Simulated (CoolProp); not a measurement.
Vapour-liquid equilibrium of acetone (1) + toluene (2) at 318.3 K; x and y are mole fractions of (1).

Values from CoolProp's multi-fluid Helmholtz-energy mixture model, Lemmon 2006 and Lemmon 2006; pair parameters Bell 2016.

| x | bubble pressure, mixture model (kPa) | bubble pressure, Raoult's law (kPa) | y, mixture model | y, Raoult's law |
|---|---|---|---|---|
| 0.05 | 15.52 | 12.89 | 0.386 | 0.266 |
| 0.125 | 22.49 | 17.30 | 0.603 | 0.496 |
| 0.2 | 28.23 | 21.70 | 0.704 | 0.633 |
| 0.275 | 33.11 | 26.11 | 0.765 | 0.724 |
| 0.35 | 37.39 | 30.52 | 0.806 | 0.788 |
| 0.425 | 41.27 | 34.92 | 0.838 | 0.836 |
| 0.5 | 44.89 | 39.33 | 0.865 | 0.873 |
| 0.575 | 48.37 | 43.74 | 0.888 | 0.903 |
| 0.65 | 51.79 | 48.14 | 0.909 | 0.928 |
| 0.725 | 55.23 | 52.55 | 0.929 | 0.948 |
| 0.8 | 58.74 | 56.96 | 0.948 | 0.965 |
| 0.875 | 62.35 | 61.36 | 0.967 | 0.980 |
| 0.95 | 66.11 | 65.77 | 0.987 | 0.992 |

The largest gap from Raoult's law is +30.1 % in bubble pressure, at x = 0.2. No azeotrope shows between x = 0.05 and 0.95.

Pair parameters are fitted to limited data, so mixtures are less certain than the pure fluids.
